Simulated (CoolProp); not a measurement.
Chlorine at 373.4 K and 6.38 MPa is throttled through a valve to 2.34 MPa with no heat exchange. Each further row changes one setting.

Values from CoolProp's reference Helmholtz-energy equation of state, Thol 2021.

```json
[
 {"case": "as stated", "temperature change (K)": "[?]", "final phase": "[?]", "final density (kg/m³)": "[?]"},
 {"case": "outlet pressure 0.702 MPa", "temperature change (K)": "-78.9", "final phase": "[?]", "final density (kg/m³)": "[?]"},
 {"case": "outlet pressure 3.04 MPa", "temperature change (K)": "[?]", "final phase": "[?]", "final density (kg/m³)": "[?]"}
]
```

### Question
Some entries are withheld; supply them.

### Answer

- as stated, temperature change (K): -27.7
- as stated, final phase: two-phase, vapour fraction 0.152
- as stated, final density (kg/m³): 367
- outlet pressure 0.702 MPa, final phase: two-phase, vapour fraction 0.336
- outlet pressure 0.702 MPa, final density (kg/m³): 65.1
- outlet pressure 3.04 MPa, temperature change (K): -14.0
- outlet pressure 3.04 MPa, final phase: two-phase, vapour fraction 0.082
- outlet pressure 3.04 MPa, final density (kg/m³): 622
